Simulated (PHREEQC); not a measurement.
A solution holds 0.17 mol HCl, 7.8e-05 mol NaCl and 3.6e-05 mol MnSO4 per kg of water, at 20 °C. Closed to the air; pH follows from the charge balance.

Computed with PHREEQC (ion-association model, wateq4f.dat).

Each row changes one thing in this solution. No solid was allowed to form.

```json
[
 {"case": "as made", "pH": "0.86", "ionic strength (mol/kgw)": "0.170", "SI of Halite (NaCl)": "-6.71"},
 {"case": "MnSO4 from 3.6e-05 to 7.2e-05 mol/kgw", "pH": "0.86", "ionic strength (mol/kgw)": "0.170", "SI of Halite (NaCl)": "-6.71"},
 {"case": "diluted 5-fold with water", "pH": "1.53", "ionic strength (mol/kgw)": "0.0340", "SI of Halite (NaCl)": "-7.99"},
 {"case": "HCl replaced by CuCl2 at the same molality", "pH": "4.22", "ionic strength (mol/kgw)": "0.457", "SI of Halite (NaCl)": "-6.52"},
 {"case": "MnSO4 left out", "pH": "0.86", "ionic strength (mol/kgw)": "0.170", "SI of Halite (NaCl)": "-6.71"}
]
```

Some of these states are supersaturated (in Atacamite, for instance).
